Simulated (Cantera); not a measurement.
An adiabatic, constant-pressure homogeneous reactor starts with CH4 : O2 : N2 = 1 : 0.87 : 3.27 (molar parts), at 1350 K and 54000 Pa. Integrator tolerance rtol = 1e-08.

Computed with Cantera and GRI-Mech 3.0 (53 species, 325 reactions).

Problem. What does this change do: initial temperature 1350 to 1750 K?

Solution. 
```json
[
 {"quantity": "time of steepest temperature rise", "before": "15.7 ms", "after": "0.318 ms"},
 {"quantity": "temperature at 0.200 s", "before": "2233 K", "after": "2529 K"},
 {"quantity": "equilibrium temperature", "before": "2233 K", "after": "2529 K"},
 {"quantity": "x(CH4) at 0.200 s", "before": "4.30e-11 (gas-phase equilibrium 4.82e-11)", "after": "9.94e-12 (gas-phase equilibrium 1.11e-11)"},
 {"quantity": "x(O2) at 0.200 s", "before": "8.80e-7 (gas-phase equilibrium 8.81e-7)", "after": "2.25e-5 (gas-phase equilibrium 2.25e-5)"},
 {"quantity": "x(C2H2) at 0.200 s", "before": "<1e-12 (gas-phase equilibrium <1e-12)", "after": "<1e-12 (gas-phase equilibrium <1e-12)"},
 {"quantity": "x(NO) at 0.200 s", "before": "3.50e-5 (gas-phase equilibrium 2.27e-5)", "after": "0.000203 (gas-phase equilibrium 0.000203)"},
 {"quantity": "x(C2H) at 0.200 s", "before": "<1e-12 (gas-phase equilibrium <1e-12)", "after": "<1e-12 (gas-phase equilibrium <1e-12)"}
]
```
